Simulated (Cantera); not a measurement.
An adiabatic, constant-pressure homogeneous reactor starts with C₃H₈ : O₂ : N₂ : H₂O = 1 : 6.17 : 23.2 : 2.3 (molar parts), at 1575 K and 1500 Torr.

Cantera simulation using GRI-Mech 3.0 (53 species, 325 reactions); the numbers are that mechanism's predictions, not measurements. GRI-Mech 3.0 was tuned for natural gas; its chemistry of propane as a main component is partial and can be far from experiment.

One state of this run: T (K) = 2689; x C₃H₈ = <1e-12; x O₂ = 0.0373; x H₂O = 0.164; x CO = 0.0222; x O = 0.00473; x C₂H₂ = <1e-12; x CH₂ = <1e-12. x: mole fraction; the columns are a selection and need not sum to one.

Q: Which value of t (s) does it belong to?
A) 5.55e-5
B) 0.200
C) 9.00e-6
D) 2.24e-5

A: B, 0.200
